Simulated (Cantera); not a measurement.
Thermodynamics of silicon etching in halogen gases, feed Si + F₂

Feed: 1 mol Si, a varied amount of F₂, held at 2.40e-5 bar.

Equilibrium computed with Cantera from the NASA thermochemical tables; the gas is ideal and each condensed phase is pure. Candidate condensed phases: Si; 9 gas species. The tables' values for SiF₂, SiF₃ are old estimates. Rates play no part.

Map the stable condensed phases over T = 1100, 1150, 1200, 1250, 1300, 1350, 1400, 1450, 1500, 1550, 1600, 1650, 1700 K and n(F₂) in mol = 0.61, 1, 1.5, 1.9, 2.4, 2.8, 3.3, 3.7, 4.1, 4.6, 5.


```
T in K \ n(F₂) in mol
         0.61    1  1.5  1.9  2.4  2.8  3.3  3.7  4.1  4.6    5
   1700     A    A    B    B    B    B    B    B    B    B    B
   1650     A    A    B    B    B    B    B    B    B    B    B
   1600     A    A    B    B    B    B    B    B    B    B    B
   1550     A    A    B    B    B    B    B    B    B    B    B
   1500     A    A    B    B    B    B    B    B    B    B    B
   1450     A    A    A    B    B    B    B    B    B    B    B
   1400     A    A    A    B    B    B    B    B    B    B    B
   1350     A    A    A    B    B    B    B    B    B    B    B
   1300     A    A    A    B    B    B    B    B    B    B    B
   1250     A    A    A    B    B    B    B    B    B    B    B
   1200     A    A    A    A    B    B    B    B    B    B    B
   1150     A    A    A    A    B    B    B    B    B    B    B
   1100     A    A    A    A    B    B    B    B    B    B    B
```
A: Si; B: gas only.
